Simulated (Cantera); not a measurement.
**Equilibrium for carbothermic reduction: Fe3O4 + C + H2**

Feed: 1 mol Fe3O4, 4.7 mol C, a varied amount of H2, at 977 °C and 750 Torr.

Equilibrium computed with Cantera from the NASA thermochemical tables; the gas is ideal and each condensed phase is pure. Candidate condensed phases: C, C6H6, C7H8, C8H18, Fe, Fe(CO)5, FeO, Fe(OH)2, Fe(OH)3, Fe2O3, Fe3O4, H2O; 114 gas species. Condensed phases not in the tables: cementite and carbon dissolved in iron. Kinetics and transport are ignored.

From 0.94 mol H2 to 7.9 mol H2 the condensed part is C(graphite) + Fe(γ).

| n(H2) (mol) | log p CO | log p H2 | log p CO2 | log p CH4 | log p H2O | log p C2H4 | n C(graphite) | n Fe(γ) |
|---|---|---|---|---|---|---|---|---|
| 0.94 | -0.10 | -0.72 | -2.21 | -3.41 | -2.64 | -7.29 | 0.740 | 3.00 |
| 2.1 | -0.19 | -0.47 | -2.39 | -2.89 | -2.48 | -6.77 | 0.737 | 3.00 |
| 3.3 | -0.26 | -0.35 | -2.55 | -2.66 | -2.44 | -6.54 | 0.731 | 3.00 |
| 4.4 | -0.33 | -0.28 | -2.67 | -2.53 | -2.43 | -6.41 | 0.724 | 3.00 |
| 5.6 | -0.38 | -0.24 | -2.78 | -2.44 | -2.44 | -6.32 | 0.715 | 3.00 |
| 6.8 | -0.43 | -0.21 | -2.89 | -2.37 | -2.46 | -6.25 | 0.705 | 3.00 |
| 7.9 | -0.48 | -0.18 | -2.97 | -2.32 | -2.48 | -6.20 | 0.696 | 3.00 |
log p: log10 of the partial pressure in bar; n: condensed amount in mol.
